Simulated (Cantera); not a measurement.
Charge: 1 mol Ti, 1 mol CO2, 1.3 mol CO, equilibrated at 12.0 bar.

Cantera equilibrium calculation (NASA polynomials, part measured and part estimated; ideal gas, pure solids and liquids). Candidate condensed phases: C, Ti, TiC, TiO, TiO2, Ti2O3, Ti3O5, Ti4O7; 15 gas species. Kinetics and transport are ignored. All values below are at 1723 K.

Base state: CO 0.999, CO2 0.00145 (mole fractions); condensed: C(graphite) + Ti3O5(s).

What changes in the equilibrium state with this change: Ti replaced by Si?


```csv
species,before,after
CO,0.999,0.999
CO2,0.00145,0.00145
"C(graphite), mol",0.669,1.00
"Ti3O5(s), mol",0.333,0
"SiO2(condensed), mol",0,1.000
```
The tables hold silica as quartz up to 1696 K and as liquid above; real silica turns to tridymite and cristobalite and melts near 1996 K. Further candidate phases: Si, SiC, SiO2.
